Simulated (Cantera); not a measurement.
A closed system holds: 1 mol SiH4, 20 mol H2O, 0.12 mol O3, held at 25.5 Torr.

Method: chemical equilibrium by Gibbs-energy minimisation in Cantera with the NASA 1993 tables (ideal gas, pure condensed phases). Candidate condensed phases: H2O, Si, SiO2; 18 gas species. Rates play no part.

x: gas mole fraction; n: condensed amount in mol.

| T (K) | x H2O | x H2 | x H | x OH | n SiO2(α-quartz) | n SiO2(β-quartz) |
|---|---|---|---|---|---|---|
| 573 | 0.835 | 0.165 | <1e-12 | <1e-12 | 1.00 | 0 |
| 623 | 0.835 | 0.165 | <1e-12 | <1e-12 | 1.00 | 0 |
| 673 | 0.835 | 0.165 | <1e-12 | <1e-12 | 1.00 | 0 |
| 723 | 0.835 | 0.165 | <1e-12 | <1e-12 | 1.00 | 0 |
| 773 | 0.835 | 0.165 | ? | <1e-12 | 1.00 | 0 |
| 823 | 0.835 | 0.165 | 1.62e-11 | <1e-12 | 1.00 | 0 |
| 873 | 0.835 | 0.165 | 1.03e-10 | <1e-12 | 0 | 1.00 |
| 923 | 0.835 | 0.165 | 5.40e-10 | 3.16e-12 | 0 | 1.00 |
| 973 | 0.835 | 0.165 | ? | ? | 0 | 1.00 |
| 1023 | 0.835 | 0.165 | 9.13e-9 | 1.21e-10 | 0 | 1.00 |
| 1073 | 0.835 | 0.165 | 3.09e-8 | 5.83e-10 | 0 | 1.00 |
| 1123 | 0.835 | 0.165 | 9.39e-8 | 2.44e-9 | 0 | 1.00 |

What belongs in the gaps?


- 773, x H: 2.00e-12
- 973, x H: 2.39e-9
- 973, x OH: 2.15e-11
